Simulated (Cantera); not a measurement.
A perfectly stirred reactor is fed with H2 : O2 : N2 : NO = 1 : 0.962 : 3.62 : 0.0069 (molar parts), at 19.0 bar; it is adiabatic with a 475 K inlet, and is followed from long to short residence time, starting on the burning branch (τ in s: 0.44, 0.16, 0.062, 0.023, 0.0086, 0.0032, 0.0012, 0.00045, 0.00017, 6.3e-05, 2.4e-05).

Computed with Cantera and GRI-Mech 3.0 (53 species, 325 reactions). The hydrogen kinetics of GRI-Mech 3.0 are dated; newer H2 mechanisms differ, most at raised pressure. The pressure lies above the range GRI-Mech 3.0 was tuned for (to about 10 atm). The mechanism lacks 2 NO + O2 → 2 NO2 and HONO, so NO2 and the effect of NO are under-described below about 1400 K.

Predict: blow-out, bracketed by the residence times tried; x(H2) at τ = 0.440 s; x(O2) at τ = 0.440 s; x(NO) at τ = 0.440 s; x(OH) at τ = 0.440 s; x(NO2) at τ = 0.440 s; x(H2) at τ = 3.20 ms; x(O2) at τ = 3.20 ms; x(NO) at τ = 3.20 ms; x(OH) at τ = 3.20 ms; x(NO2) at τ = 3.20 ms.


```
Property                                                                          Result
------------------------------------------------  --------------------------------------
blow-out, bracketed by the residence times tried  burning at 24.0 µs, the shortest tried
x(H2) at τ = 0.440 s                                                             1.25e-5
x(O2) at τ = 0.440 s                                                              0.0906
x(NO) at τ = 0.440 s                                                             0.00145
x(OH) at τ = 0.440 s                                                            0.000456
x(NO2) at τ = 0.440 s                                                            9.89e-6
x(H2) at τ = 3.20 ms                                                            0.000161
x(O2) at τ = 3.20 ms                                                              0.0906
x(NO) at τ = 3.20 ms                                                             0.00134
x(OH) at τ = 3.20 ms                                                            0.000699
x(NO2) at τ = 3.20 ms                                                            1.80e-5
```
